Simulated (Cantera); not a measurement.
An adiabatic, constant-volume homogeneous reactor starts with CH4 : O2 : N2 = 1 : 1.67 : 6.27 (molar parts), at 1748 K and 15800 Torr. Integrator tolerance rtol = 1e-08.

Cantera simulation using GRI-Mech 3.0 (53 species, 325 reactions); the numbers are that mechanism's predictions, not measurements. The pressure lies above the range GRI-Mech 3.0 was tuned for (to about 10 atm). Above 3000 K some thermodynamic fits are extrapolated.

Problem. What does this change do: pressure from 15800 Torr to 2780 Torr?

Solution. 
```tsv
quantity	before	after
time of steepest temperature rise	12.5 µs	50.3 µs
temperature at 1.00 s	3302 K	3130 K
equilibrium temperature	3302 K	3130 K
x(CH4) at 1.00 s	8.39e-12 (gas-phase equilibrium 1.00e-11)	<1e-12 (gas-phase equilibrium <1e-12)
x(O2) at 1.00 s	0.00645 (gas-phase equilibrium 0.00645)	0.00953 (gas-phase equilibrium 0.00953)
x(NO) at 1.00 s	0.0106 (gas-phase equilibrium 0.0106)	0.0107 (gas-phase equilibrium 0.0107)
x(C2H6) at 1.00 s	<1e-12 (gas-phase equilibrium <1e-12)	<1e-12 (gas-phase equilibrium <1e-12)
x(HCN) at 1.00 s	1.90e-7 (gas-phase equilibrium 1.90e-7)	4.23e-8 (gas-phase equilibrium 4.23e-8)
```

Problem. What does this change do: 0.14 parts CO2 added?

Solution. 
```tsv
quantity	before	after
time of steepest temperature rise	12.5 µs	12.8 µs
temperature at 1.00 s	3302 K	3266 K
equilibrium temperature	3302 K	3266 K
x(CH4) at 1.00 s	8.39e-12 (gas-phase equilibrium 1.00e-11)	6.44e-12 (gas-phase equilibrium 7.73e-12)
x(O2) at 1.00 s	0.00645 (gas-phase equilibrium 0.00645)	0.00699 (gas-phase equilibrium 0.00699)
x(NO) at 1.00 s	0.0106 (gas-phase equilibrium 0.0106)	0.0106 (gas-phase equilibrium 0.0106)
x(C2H6) at 1.00 s	<1e-12 (gas-phase equilibrium <1e-12)	<1e-12 (gas-phase equilibrium <1e-12)
x(HCN) at 1.00 s	1.90e-7 (gas-phase equilibrium 1.90e-7)	1.63e-7 (gas-phase equilibrium 1.63e-7)
```
